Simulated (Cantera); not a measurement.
Input: 1 mol Si₂H₆, 0.78 mol O₂, 1.5 mol N₂, 1 mol H₂O, at 0.135 Torr.

Equilibrium computed with Cantera from the NASA thermochemical tables; the gas is ideal and each condensed phase is pure. Candidate condensed phases: H₂O, Si, SiO₂, Si₂N₂O, Si₃N₄; 35 gas species. The feed counts by its element totals alone. N₂ is the only nitrogen source here; it is nearly inert below about 1500 K, so the nitride shown seldom forms there in practice. Mutual solubility and eutectic melting of coexisting phases are not modelled. The tables hold silica as quartz up to 1696 K and as liquid above; real silica turns to tridymite and cristobalite and melts near 1996 K. Equilibrium is a limit: real reactors are often held back by kinetics, nucleation or transport.

log p: log10 of the partial pressure in bar; n: condensed amount in mol.

```tsv
T (K)	log p H₂	log p N₂	log p SiO	log p H	n SiO₂(α-quartz)	n Si₂N₂O(s)	n SiO₂(β-quartz)
673	-3.84	-4.44	<-15	<-15	1.04	0.480	0
723	-3.84	-4.44	<-15	-15.00	1.04	0.480	0
773	-3.84	-4.44	<-15	___	1.04	0.480	0
823	-3.84	-4.44	<-15	___	1.04	0.480	0
873	-3.84	-4.44	<-15	___	0	0.480	1.04
923	-3.84	-4.44	-15.22	___	0	0.480	1.04
973	-3.84	-4.44	-13.73	___	0	0.480	1.04
1023	-3.84	-4.44	-12.39	___	0	0.480	1.04
1073	-3.84	-4.44	-11.18	___	0	0.480	1.04
1123	-3.84	-4.44	-10.08	___	0	0.480	1.04
1173	-3.84	-4.44	-9.07	___	0	0.480	1.04
1223	-3.84	-4.44	-8.15	___	0	0.480	1.04
1273	-3.84	-4.44	-7.30	___	0	0.480	1.04
1323	-3.84	-4.44	-6.52	___	0	0.477	1.04
```

### Question
Some entries are withheld; supply them.

### Answer

- 773, log p H: -13.96
- 823, log p H: -13.06
- 873, log p H: -12.25
- 923, log p H: -11.53
- 973, log p H: -10.89
- 1023, log p H: -10.30
- 1073, log p H: -9.78
- 1123, log p H: -9.29
- 1173, log p H: -8.85
- 1223, log p H: -8.44
- 1273, log p H: -8.07
- 1323, log p H: -7.72
